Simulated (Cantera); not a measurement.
# Transport properties of process gases

Gas mixture: NO = 0.69 (molar parts), at 1.01 bar, frozen composition.

Cantera's kinetic-theory transport with the Lennard-Jones parameters of GRI-Mech 3.0, ideal gas; thermal conductivity in the multicomponent form. The composition is frozen, though it would react at the higher temperatures.

```json
[
 {"T (K)": "400", "ρ (kg/m³)": "0.914", "cp (J/kg/K)": "998.6", "μ (µPa s)": "23.1", "λ (mW/m/K)": "32.5", "Pr": "0.711", "D (cm²/s) CH4": "0.369", "D (cm²/s) H2": "1.27", "D (cm²/s) OH": "0.517"},
 {"T (K)": "650", "ρ (kg/m³)": "0.563", "cp (J/kg/K)": "1054", "μ (µPa s)": "32.3", "λ (mW/m/K)": "48.1", "Pr": "0.708", "D (cm²/s) CH4": "0.850", "D (cm²/s) H2": "2.85", "D (cm²/s) OH": "1.18"},
 {"T (K)": "900", "ρ (kg/m³)": "0.406", "cp (J/kg/K)": "1114", "μ (µPa s)": "40.1", "λ (mW/m/K)": "63.1", "Pr": "0.707", "D (cm²/s) CH4": "1.47", "D (cm²/s) H2": "4.90", "D (cm²/s) OH": "2.03"},
 {"T (K)": "1150", "ρ (kg/m³)": "0.318", "cp (J/kg/K)": "1153", "μ (µPa s)": "47.0", "λ (mW/m/K)": "76.7", "Pr": "0.707", "D (cm²/s) CH4": "2.22", "D (cm²/s) H2": "7.36", "D (cm²/s) OH": "3.05"},
 {"T (K)": "1400", "ρ (kg/m³)": "0.261", "cp (J/kg/K)": "1181", "μ (µPa s)": "53.4", "λ (mW/m/K)": "89.3", "Pr": "0.707", "D (cm²/s) CH4": "3.08", "D (cm²/s) H2": "10.2", "D (cm²/s) OH": "4.23"},
 {"T (K)": "1650", "ρ (kg/m³)": "0.222", "cp (J/kg/K)": "1202", "μ (µPa s)": "59.4", "λ (mW/m/K)": "101", "Pr": "0.706", "D (cm²/s) CH4": "4.04", "D (cm²/s) H2": "13.4", "D (cm²/s) OH": "5.55"},
 {"T (K)": "1900", "ρ (kg/m³)": "0.192", "cp (J/kg/K)": "1219", "μ (µPa s)": "65.1", "λ (mW/m/K)": "112", "Pr": "0.706", "D (cm²/s) CH4": "5.11", "D (cm²/s) H2": "16.9", "D (cm²/s) OH": "7.01"}
]
```
D: mixture-averaged diffusion coefficient of that species in the mixture.
